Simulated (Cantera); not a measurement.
Charge: 1 mol NF3, 0.47 mol O2, held at 2850 °C and 0.0550 bar.

These are equilibrium values from Cantera (NASA tables, ideal gas, pure condensed phases), not measurements of a reactor. The numbers say what is thermodynamically allowed, not how fast it happens.

**Question.** What is the equilibrium state?

**Answer.** 
```
Property        Value
----------  ---------
x(F)            0.703
x(O)            0.139
x(N2)           0.113
x(O2)          0.0366
x(NO)         0.00870
x(N)          4.28e-5
x(FO)         2.64e-5
x(F2)         3.20e-6
gas amount  4.265 mol
```
